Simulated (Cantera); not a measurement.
Input: 1 mol Si, 0.39 mol H2, equilibrated at 20000 Pa.

These are equilibrium values from Cantera (NASA tables, ideal gas, pure condensed phases), not measurements of a reactor. Candidate condensed phases: Si; 9 gas species. Gases not in the tables: Si2H6 and higher silanes. The numbers say what is thermodynamically allowed, not how fast it happens.

x: gas mole fraction; n: condensed amount in mol.

| T (K) | x H2 | x H | x SiH2 | x Si | x SiH | x SiH4 | x SiH3 | n Si(s) | n Si(l) |
|---|---|---|---|---|---|---|---|---|---|
| 700 | 1.00 | <1e-12 | <1e-12 | <1e-12 | <1e-12 | 2.41e-8 | <1e-12 | 1.00 | 0 |
| 800 | 1.00 | 6.48e-12 | <1e-12 | <1e-12 | <1e-12 | 4.08e-8 | <1e-12 | 1.00 | 0 |
| 900 | 1.00 | 2.61e-10 | ? | <1e-12 | <1e-12 | 6.05e-8 | <1e-12 | 1.00 | 0 |
| 1000 | 1.00 | 5.07e-9 | ? | <1e-12 | <1e-12 | 8.23e-8 | 2.07e-12 | 1.00 | 0 |
| 1100 | 1.00 | 5.78e-8 | ? | <1e-12 | 1.59e-12 | 1.06e-7 | 1.84e-11 | 1.00 | 0 |
| 1200 | 1.000 | 4.41e-7 | ? | 6.94e-12 | 4.65e-11 | 1.30e-7 | 1.14e-10 | 1.00 | 0 |
| 1300 | 1.000 | 2.47e-6 | ? | 2.17e-10 | 8.04e-10 | 1.55e-7 | 5.29e-10 | 1.00 | 0 |
| 1400 | 1.000 | 1.09e-5 | ? | 4.12e-9 | 9.19e-9 | 1.80e-7 | 1.97e-9 | 1.00 | 0 |
| 1500 | 1.000 | 3.94e-5 | ? | 5.26e-8 | 7.55e-8 | 2.05e-7 | 6.17e-9 | 1.000 | 0 |
| 1600 | 1.000 | 0.000122 | ? | 4.88e-7 | 4.75e-7 | 2.30e-7 | 1.67e-8 | 1.000 | 0 |
| 1700 | 1.000 | 0.000329 | ? | 3.39e-6 | 2.35e-6 | 2.50e-7 | 3.94e-8 | 0 | 1.000 |

Q: What belongs in the gaps?

A: 
- 900, x SiH2: 3.71e-12
- 1000, x SiH2: 9.37e-11
- 1100, x SiH2: 1.32e-9
- 1200, x SiH2: 1.19e-8
- 1300, x SiH2: 7.65e-8
- 1400, x SiH2: 3.77e-7
- 1500, x SiH2: 1.50e-6
- 1600, x SiH2: 5.01e-6
- 1700, x SiH2: 1.42e-5
